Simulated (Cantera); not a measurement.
Charge: 1 mol Si, 9.1 mol HCl, 0.32 mol N2, equilibrated at 1173.15 K and 133 Pa.

Cantera equilibrium calculation (NASA polynomials, part measured and part estimated; ideal gas, pure solids and liquids). Candidate condensed phases: NH4Cl, Si, Si3N4; 28 gas species. The tables' values for SiCl3 are old estimates; treat these amounts as uncertain. The numbers say what is thermodynamically allowed, not how fast it happens.

Base state: HCl 0.616, H2 0.228, SiCl4 0.107, N2 0.0378, SiCl3 0.00615, SiCl2 0.00347, SiHCl3 0.000930 (mole fractions); condensed: gas only.

Question: What changes in the equilibrium state with this change: temperature from 1173.15 K to 450 K?

Answer: 
| species | before | after |
|---|---|---|
| HCl | 0.616 | 0.606 |
| H2 | 0.228 | 0.237 |
| SiCl4 | 0.107 | 0.119 |
| N2 | 0.0378 | 0.0380 |
| SiCl3 | 0.00615 | <1e-9 |
| SiCl2 | 0.00347 | <1e-9 |
| SiHCl3 | 0.000930 | 1.09e-8 |
| NH3 | 6.15e-9 | 3.58e-5 |
